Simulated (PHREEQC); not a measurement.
Dissolve 1.4 mmol/kgw PbCl2, 33 mmol/kgw KNO3 and 3.3 mmol/kgw Zn(NO3)2 at 25 °C. Closed to the air; pH follows from the charge balance.

All values are PHREEQC results (ion-association model, wateq4f.dat), not measurements.

```
Property                 Value
--------------  --------------
pH                        5.45
ionic strength  0.0464 mol/kgw
```

```json
[
 {"species": "NO3-", "molality": "0.0393", "activity": "0.0319", "log γ": "-0.091"},
 {"species": "K+", "molality": "0.0330", "activity": "0.0270", "log γ": "-0.087"},
 {"species": "Zn+2", "molality": "0.00329", "activity": "0.00162", "log γ": "-0.308"},
 {"species": "Cl-", "molality": "0.00274", "activity": "0.00224", "log γ": "-0.087"},
 {"species": "Pb+2", "molality": "0.00106", "activity": "0.000493", "log γ": "-0.333"},
 {"species": "PbNO3+", "molality": "0.000282", "activity": "0.000233", "log γ": "-0.083"},
 {"species": "PbCl+", "molality": "5.31e-5", "activity": "4.39e-5", "log γ": "-0.083"},
 {"species": "ZnCl+", "molality": "1.19e-5", "activity": "9.73e-6", "log γ": "-0.086"},
 {"species": "H+", "molality": "4.12e-6", "activity": "3.53e-6", "log γ": "-0.067"},
 {"species": "PbOH+", "molality": "3.30e-6", "activity": "2.72e-6", "log γ": "-0.083"},
 {"species": "ZnOH+", "molality": "6.08e-7", "activity": "5.02e-7", "log γ": "-0.083"},
 {"species": "Pb2OH+3", "molality": "1.69e-7", "activity": "3.00e-8", "log γ": "-0.750"},
 {"species": "PbCl2", "molality": "1.54e-7", "activity": "1.56e-7", "log γ": "0.005"},
 {"species": "ZnOHCl", "molality": "3.35e-8", "activity": "3.39e-8", "log γ": "0.005"},
 {"species": "ZnCl2", "molality": "2.25e-8", "activity": "2.28e-8", "log γ": "0.005"},
 {"species": "OH-", "molality": "3.47e-9", "activity": "2.84e-9", "log γ": "-0.088"}
]
```

This is a speciation only: nothing precipitates in the calculation.
